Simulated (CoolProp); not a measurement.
R1123 along the isotherm 378.8 K: fugacity coefficient from the reference equation and from simpler models built on Tc = 331.7 K, pc = 4549 kPa, ω = 0.243; each cubic takes its own stable root.

The numbers come from the reference Helmholtz-energy equation of state, Akasaka 2020 in CoolProp.

| p (kPa) | phase | reference |
|---|---|---|
| 455 | gas | 0.9780 |
| 910 | gas | 0.9563 |
| 1360 | gas | 0.9351 |
| 1820 | gas | 0.9137 |
| 2270 | gas | 0.8930 |
| 2730 | gas | 0.8720 |
| 3180 | gas | 0.8518 |
| 3640 | gas | 0.8313 |
| 4090 | gas | 0.8116 |
| 4550 | supercritical | 0.7916 |
| 5000 | supercritical | 0.7723 |
| 5460 | supercritical | 0.7529 |
| 5910 | supercritical | 0.7341 |
| 6370 | supercritical | 0.7151 |
| 6820 | supercritical | 0.6969 |

How far does each simpler model (van der Waals, Soave-Redlich-Kwong) lie from the reference over these 15 states: mean and median of the absolute difference, and the worst?


- van der Waals: mean 0.4 %, median 0.2 %, worst -1.9 % at 378.8 K and 6820 kPa
- Soave-Redlich-Kwong: mean 0.7 %, median 0.6 %, worst +1.7 % at 378.8 K and 6820 kPa
